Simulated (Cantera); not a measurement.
An isothermal, constant-pressure homogeneous reactor starts with 0.115 % CO, 1.25 % O₂, 2.50 % H₂O, 96.1 % N₂, at 1325 K and 0.987 atm.

Cantera simulation using GRI-Mech 3.0 (53 species, 325 reactions); the numbers are that mechanism's predictions, not measurements.

x: mole fraction; the columns are a selection and need not sum to one.

```json
[
 {"t (s)": "9.00e-5", "x CO": "0.00115", "x O₂": "0.0125", "x H₂O": "0.0250", "x CO₂": "4.39e-10", "x O": "2.88e-10", "x N₂O": "<1e-12", "x NO": "<1e-12"},
 {"t (s)": "0.000441", "x CO": "0.00115", "x O₂": "0.0125", "x H₂O": "0.0250", "x CO₂": "4.85e-9", "x O": "1.37e-9", "x N₂O": "<1e-12", "x NO": "<1e-12"},
 {"t (s)": "0.00216", "x CO": "0.00115", "x O₂": "0.0125", "x H₂O": "0.0250", "x CO₂": "1.49e-6", "x O": "2.61e-7", "x N₂O": "7.39e-11", "x NO": "<1e-12"},
 {"t (s)": "0.0106", "x CO": "___", "x O₂": "0.0120", "x H₂O": "0.0249", "x CO₂": "___", "x O": "___", "x N₂O": "___", "x NO": "___"},
 {"t (s)": "0.0520", "x CO": "2.72e-6", "x O₂": "0.0119", "x H₂O": "0.0250", "x CO₂": "0.00115", "x O": "7.73e-7", "x N₂O": "2.53e-7", "x NO": "1.40e-8"},
 {"t (s)": "0.255", "x CO": "___", "x O₂": "0.0119", "x H₂O": "0.0250", "x CO₂": "0.00115", "x O": "___", "x N₂O": "___", "x NO": "1.49e-8"},
 {"t (s)": "1.25", "x CO": "2.80e-9", "x O₂": "0.0119", "x H₂O": "0.0250", "x CO₂": "0.00115", "x O": "3.16e-8", "x N₂O": "1.97e-8", "x NO": "1.52e-8"},
 {"t (s)": "6.12", "x CO": "2.66e-9", "x O₂": "0.0119", "x H₂O": "0.0250", "x CO₂": "0.00115", "x O": "3.03e-8", "x N₂O": "8.89e-9", "x NO": "1.54e-8"},
 {"t (s)": "30.0", "x CO": "2.66e-9", "x O₂": "0.0119", "x H₂O": "0.0250", "x CO₂": "0.00115", "x O": "3.03e-8", "x N₂O": "8.89e-9", "x NO": "1.64e-8"}
]
```

Question: Some entries are withheld; supply them.

Answer: 
- 0.0106, x CO: 0.000122
- 0.0106, x CO₂: 0.00103
- 0.0106, x O: 1.83e-5
- 0.0106, x N₂O: 1.85e-7
- 0.0106, x NO: 1.01e-8
- 0.255, x CO: 2.84e-8
- 0.255, x O: 8.13e-8
- 0.255, x N₂O: 1.65e-7
